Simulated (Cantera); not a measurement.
A freely propagating, adiabatic, planar premixed flame of CO : H2 : O2 : N2 = 1 : 0.1 : 0.809 : 3.04 (molar parts), equivalence ratio 0.68, unburnt at 373 K and 1.00 bar; mixture-averaged transport, grid criteria slope 0.08 and curve 0.16, no radiation.

Cantera simulation using GRI-Mech 3.0 (53 species, 325 reactions); the numbers are that mechanism's predictions, not measurements. Burning velocities carry a grid error of a few per cent, more on coarse grids.

Task: Predict: laminar burning velocity; thermal thickness; peak x(OH); peak x(H).

Result: 
| Item | Value |
|---|---|
| laminar burning velocity | 40.0 cm/s |
| thermal thickness | 0.827 mm |
| peak x(OH) | 0.00336 |
| peak x(H) | 0.00394 |
